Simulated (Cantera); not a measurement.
Feed: 1 mol B2O3, 5.6 mol N2, equilibrated at 2.10 mbar.

Method: chemical equilibrium by Gibbs-energy minimisation in Cantera with the NASA 1993 tables (ideal gas, pure condensed phases). Candidate condensed phases: B, BN, B2O3; 17 gas species. Kinetics and transport are ignored. All values below are at 1123 K.

Base state: N2 1.00 (mole fractions); condensed: B2O3(l).

What changes in the equilibrium state with this change: B2O3 replaced by borazine?


```json
[
 {"species": "N2", "before": "1.00", "after": "0.651"},
 {"species": "H2", "before": "0", "after": "0.349"},
 {"species": "B2O3(l), mol", "before": "1.000", "after": "0"},
 {"species": "BN(s), mol", "before": "0", "after": "3.00"}
]
```
The feed counts by its element totals alone.
